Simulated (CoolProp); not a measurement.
Saturation properties of R245ca (Tc = 174.4 °C, pc = 39.41 bar, ω = 0.355).

The numbers come from the reference Helmholtz-energy equation of state, Zhou 2016 in CoolProp.

| T (°C) | p (bar) | liquid density (kg/m³) | enthalpy of vaporisation (kJ/kg) | liquid cp (kJ/(kg K)) | surface tension (mN/m) |
|---|---|---|---|---|---|
| -57.55 | 0.008132 | 1581 | 251.3 | 1.318 | [?] |
| -47.95 | 0.01797 | 1559 | 245.5 | 1.316 | 25.8 |
| -38.25 | 0.03688 | 1537 | 239.8 | 1.318 | 24.6 |
| -28.65 | 0.07004 | 1515 | 234.2 | 1.322 | 23.3 |
| -19.05 | 0.1252 | 1493 | 228.8 | 1.328 | 22.1 |
| -9.45 | 0.2123 | 1471 | 223.5 | 1.337 | 20.8 |
| 0.15 | 0.3437 | 1448 | 218.2 | 1.346 | 19.6 |
| 9.85 | 0.5368 | 1425 | [?] | 1.358 | [?] |
| 19.45 | 0.8051 | 1401 | 207.5 | 1.371 | 17.0 |
| 29.05 | 1.170 | 1377 | 202.0 | 1.385 | 15.8 |
| 38.65 | 1.654 | 1352 | 196.4 | 1.401 | [?] |
| 48.35 | 2.288 | 1327 | 190.6 | 1.419 | 13.3 |
| 57.95 | 3.086 | 1301 | 184.6 | 1.438 | 12.0 |

Problem. Complete the blanks.

Solution. 
- -57.55, surface tension (mN/m): 27.0
- 9.85, enthalpy of vaporisation (kJ/kg): 212.8
- 9.85, surface tension (mN/m): 18.3
- 38.65, surface tension (mN/m): 14.5

It boils at 25.3 °C under 1 atm.

Surface tension comes from a separate correlation (Mulero 2012).
